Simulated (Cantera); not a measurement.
Input (Python, Cantera) and output of one run.

```python
import numpy as np
import cantera as ct

gas_names = [...]  # 110 gases of nasa_gas.yaml made of C, H, O
cond_names = """
    C(gr) C6H6(L) C7H8(L) C8H18(L),n-octa H2O(s) H2O(L)
""".split()


# ... load() reads the species with a 1 bar reference pressure and builds the phases ...
atoms = {
    'C6H6': {'C': 6, 'H': 6},
    'CO2': {'C': 1, 'O': 2},
}
top_T = {'C(gr)': 4500}  # K; cautious upper limits of use, not melting points


# ... equilibrate(T, P, feed) seeds the gas with the atoms and calls Mixture.equilibrate('TP', solver="vcs", rtol=1e-11, max_steps=5000) ...
results = []
feed = {'C6H6': 1, 'CO2': 0.025}  # mol
P = 1333.22  # Pa
for T in [2248, 2323, 2398, 2473, 2548, 2623, 2698, 2773, 2848, 2923, 2998]:
    mix = equilibrate(T, P, feed)
    results.append((T, P, feed, dict(zip(mix.species_names, mix.species_moles))))

top = {s: max(r[3][s] / sum(r[3][g] for g in gas_names) for r in results) for s in gas_names}
cols = sorted((s for s in top if top[s] > 1e-06), key=lambda s: -top[s])[:7]
seen = [c for c in cond_names if any(r[3].get(c, 0) > 1e-12 for r in results)]
print("log10 of partial pressures in bar; condensed amounts in mol")
print(f"{'T/K':>10s}" + "".join(f"{s[:9]:>10s}" for s in cols + seen))
for T, P, feed, n in results:
    ng = sum(n[g] for g in gas_names)
    print(f"{T:10.4g}" + "".join(f"{np.log10(max(n[s] / ng * P / 1e5, 1e-99)):10.3f}" for s in cols)
          + "".join(f"{n.get(c, 0):10.4g}" for c in seen))
```

It prints:

```
log10 of partial pressures in bar; condensed amounts in mol
       T/K        H2         H        C3 C2H2,acet        CO       C2H         C     C(gr)
      2248    -1.911    -3.090    -8.204    -4.391    -3.674    -6.973    -8.453     5.956
      2323    -1.925    -2.926    -7.594    -4.240    -3.680    -6.561    -7.917     5.947
      2398    -1.944    -2.775    -7.023    -4.105    -3.689    -6.177    -7.414     5.936
      2473    -1.970    -2.637    -6.488    -3.986    -3.700    -5.821    -6.942     5.922
      2548    -2.003    -2.511    -5.986    -3.883    -3.714    -5.492    -6.498     5.904
      2623    -2.047    -2.399    -5.513    -3.798    -3.731    -5.186    -6.079     5.881
      2698    -2.101    -2.299    -5.067    -3.732    -3.752    -4.906    -5.684     5.853
      2773    -2.169    -2.213    -4.646    -3.685    -3.775    -4.648    -5.311     5.812
      2848    -2.251    -2.141    -4.249    -3.660    -3.802    -4.414    -4.957     5.745
      2923    -2.351    -2.083    -3.872    -3.657    -3.831    -4.203    -4.622     5.618
      2998    -2.472    -2.040    -3.515    -3.681    -3.865    -4.015    -4.303     5.354
```

Cantera equilibrium calculation (NASA polynomials, part measured and part estimated; ideal gas, pure solids and liquids).
